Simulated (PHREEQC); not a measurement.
A solution holds 0.00023 mol/kgw Cu(NO3)2, 0.00012 mol/kgw HBF4 and 0.00043 mol/kgw H3BO3, at 10 °C. Closed to the air; pH follows from the charge balance.

Computed with PHREEQC (ion-association model, wateq4f.dat).

This is a speciation only: nothing precipitates in the calculation.

Q: Order these F species by the share of F that they hold, largest first: F-, BF2(OH)2-, CuF+, HF.

A: F- (72 %), HF (27 %), BF2(OH)2- (0.33 %), CuF+ (0.23 %)

The pH is 3.47 and the ionic strength 0.00104 mol/kgw. Species that the database lacks are ignored. Away from 25 °C the constants follow the database's enthalpies or fits; those with neither stay at their 25 °C values. Real BF4- forms and hydrolyses slowly; the run takes it at equilibrium.
